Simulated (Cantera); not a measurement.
Cantera run, input and output.

```python
import numpy as np
import cantera as ct

surf = ct.Interface("ptcombust.yaml", "Pt_surf")
gas = surf.adjacent["gas"]
gas.TPX = 950, 101325, {'H2': 0.0033, 'O2': 0.13, 'N2': 0.79}
surf.TP = 950, 101325
reactor = ct.FlowReactor(gas, clone=False)
reactor.area = 0.0001  # m2
reactor.surface_area_to_volume_ratio = 1600  # 1/m
reactor.mass_flow_rate = 0.67 * reactor.area * gas.density  # inlet velocity 0.67 m/s
reactor.energy_enabled = False
wall = ct.ReactorSurface(surf, reactor, clone=False)
net = ct.ReactorNet([reactor])
net.rtol, net.atol = 1e-8, 1e-16
show, cover = ['H2', 'O2', 'H2O'], ['PT(S)', 'H(S)', 'O(S)', 'OH(S)', 'CO(S)', 'C(S)']

rows = []
print(f"{'z/m':>9s}{'u/(m/s)':>9s}" + "".join(f"{s:>13s}" for s in show + cover))
for z in [3.9e-05, 6.9e-05, 0.00012, 0.00022, 0.00039, 0.00069, 0.0012, 0.0022, 0.0039]:
    net.advance(z)
    rows.append([reactor.speed, *gas[show].X, *surf[cover].coverages])
    print(f"{z:9.4g}{rows[-1][0]:9.3g}" + "".join(f"{x:13.4e}" for x in rows[-1][1:]))
```

Result:

```
      z/m  u/(m/s)           H2           O2          H2O        PT(S)         H(S)         O(S)        OH(S)        CO(S)         C(S)
  3.9e-05     0.67   2.1544e-03   1.4019e-01   1.4223e-03   1.4293e-01   6.8772e-08   8.5612e-01   9.5102e-04   1.6158e-28   8.2326e-31
  6.9e-05    0.669   1.4793e-03   1.3990e-01   2.0986e-03   1.3956e-01   6.8652e-08   8.5944e-01   1.0037e-03   3.6866e-27   1.8927e-29
  0.00012    0.669   7.9246e-04   1.3960e-01   2.7866e-03   1.3627e-01   6.8248e-08   8.6268e-01   1.0529e-03   4.3679e-26   2.1525e-28
  0.00022    0.669   2.3914e-04   1.3936e-01   3.3409e-03   1.3372e-01   6.7759e-08   8.6519e-01   1.0897e-03   3.9642e-29   1.6740e-31
  0.00039    0.669   3.1952e-05   1.3927e-01   3.5485e-03   1.3279e-01   6.7545e-08   8.6611e-01   1.1029e-03   1.5207e-29   7.7954e-32
  0.00069    0.669   9.2599e-07   1.3926e-01   3.5796e-03   1.3265e-01   6.7512e-08   8.6624e-01   1.1049e-03  -3.5289e-31  -1.8568e-33
   0.0012    0.669   2.2577e-09   1.3926e-01   3.5805e-03   1.3265e-01   6.7511e-08   8.6625e-01   1.1049e-03   2.4988e-31   1.3051e-33
   0.0022    0.669   3.8601e-12   1.3926e-01   3.5805e-03   1.3265e-01   6.7511e-08   8.6625e-01   1.1049e-03  -1.9677e-31   9.9527e-35
   0.0039    0.669   3.8427e-12   1.3926e-01   3.5805e-03   1.3265e-01   6.7511e-08   8.6625e-01   1.1049e-03  -2.3471e-32   7.1243e-36
```

Detailed kinetics in Cantera: Deutschmann's 1995 Pt surface mechanism with GRI-Mech 3.0 gas chemistry. Catalytic surfaces can have several steady states; this one follows from the mechanism file's or the stated starting coverage. Mass transfer to the wall is taken as infinitely fast.
